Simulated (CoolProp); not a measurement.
Vapour-liquid equilibrium of R1234ze(E) (1) + n-pentane (2) at 0.317 MPa; x and y are mole fractions of (1).

Computed with CoolProp (multi-fluid Helmholtz-energy mixture model, Thol 2016 and Thol 2019; pair parameters Bell 2016).

```tsv
x	bubble temperature (K)	y at the bubble point	dew temperature at overall composition x (K)	liquid density (mol/L)
0.05	332.2	0.348	345.4	8.156
0.125	316.7	0.612	[?]	8.468
0.2	307.0	0.733	339.2	8.701
0.275	300.9	0.797	335.8	8.889
0.35	296.9	0.834	332.2	9.052
0.425	294.1	0.859	328.2	9.201
0.5	292.1	0.876	324.0	9.346
0.575	290.6	0.890	[?]	9.492
0.65	[?]	0.903	313.9	9.645
0.725	288.2	[?]	307.8	9.811
0.8	287.1	0.931	300.6	9.993
0.875	285.9	0.950	292.2	10.20
0.95	284.7	0.976	285.9	10.42
```

Task: Complete the blanks.

Result: 
- 0.125, dew temperature at overall composition x (K): 342.4
- 0.575, dew temperature at overall composition x (K): 319.2
- 0.65, bubble temperature (K): 289.3
- 0.725, y at the bubble point: 0.916

No azeotrope shows between x = 0.05 and 0.95.

Pair parameters are fitted to limited data, so mixtures are less certain than the pure fluids. With so large a gap from Raoult's law the liquid may split in two, which this calculation doesn't test in full.
